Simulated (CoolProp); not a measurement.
Vapour-liquid equilibrium of CH3F (R41) (1) + chloromethane (R40) (2) at 0.973 MPa; x and y are mole fractions of (1).

Model: multi-fluid Helmholtz-energy mixture model, Lemmon 2006 and Thol 2014; pair parameters Bell 2016, in CoolProp.

Give the bubble temperature and the first vapour's composition at x = 0.2, 0.5, 0.725. Is there an azeotrope?

x = 0.2: 290.4 K, y = 0.579; x = 0.5: 267.3 K, y = 0.861; x = 0.725: 257.3 K, y = 0.940. No azeotrope shows between x = 0.05 and 0.95.

The pair parameters rest on a limited set of measurements; away from them the model extrapolates.
